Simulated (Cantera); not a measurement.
A perfectly stirred reactor is fed with 17.6 % H₂, 17.3 % O₂, 65.1 % N₂, at 3750 Torr; it is adiabatic with a 525 K inlet, and is followed from long to short residence time, starting on the burning branch (τ in s: 0.23, 0.094, 0.039, 0.016, 0.0067, 0.0028, 0.0012, 0.00048, 0.0002, 8.3e-05, 3.4e-05, 1.4e-05).

Cantera simulation using GRI-Mech 3.0 (53 species, 325 reactions); the numbers are that mechanism's predictions, not measurements. The hydrogen kinetics of GRI-Mech 3.0 are dated; newer H2 mechanisms differ, most at raised pressure.

x: mole fraction; the columns are a selection and need not sum to one.

| τ (s) | T (K) | x H₂ | x O₂ | x NO | x NO₂ | x HO₂ | x N₂O |
|---|---|---|---|---|---|---|---|
| 0.23 | 1853 | 3.55e-5 | 0.0926 | 6.20e-5 | 2.19e-7 | 1.83e-6 | 4.32e-7 |
| 0.094 | 1853 | ? | 0.0926 | ? | ? | ? | ? |
| 0.039 | 1852 | 7.65e-5 | 0.0926 | 1.91e-5 | 8.10e-8 | 2.49e-6 | 6.47e-7 |
| 0.016 | 1851 | 0.000130 | 0.0925 | 1.40e-5 | 6.90e-8 | 3.47e-6 | 9.14e-7 |
| 0.0067 | 1848 | 0.000226 | 0.0925 | 1.21e-5 | 6.86e-8 | 5.36e-6 | 1.31e-6 |
| 0.0028 | 1845 | 0.000399 | 0.0924 | 1.13e-5 | 6.95e-8 | 8.85e-6 | 1.76e-6 |
| 0.0012 | 1839 | ? | 0.0923 | 1.06e-5 | 6.46e-8 | ? | 2.06e-6 |
| 0.00048 | 1829 | 0.00126 | 0.0922 | 9.53e-6 | 5.26e-8 | 2.59e-5 | 2.07e-6 |
| 0.00020 | 1813 | 0.00223 | 0.0921 | 8.75e-6 | 4.10e-8 | 4.34e-5 | 1.82e-6 |
| 8.3e-5 | 1787 | 0.00392 | 0.0922 | 8.81e-6 | 3.35e-8 | 7.09e-5 | 1.47e-6 |
| 3.4e-5 | 1742 | 0.00696 | 0.0928 | 9.67e-6 | 2.93e-8 | 0.000112 | 1.11e-6 |
| 1.4e-5 | 1669 | 0.0127 | 0.0948 | 1.00e-5 | 2.43e-8 | 0.000168 | 7.73e-7 |

Question: Fill in the missing entries.

Answer: 
- 0.094, x H₂: 4.90e-5
- 0.094, x NO: 3.15e-5
- 0.094, x NO₂: 1.19e-7
- 0.094, x HO₂: 2.04e-6
- 0.094, x N₂O: 5.03e-7
- 0.0012, x H₂: 0.000694
- 0.0012, x HO₂: 1.48e-5
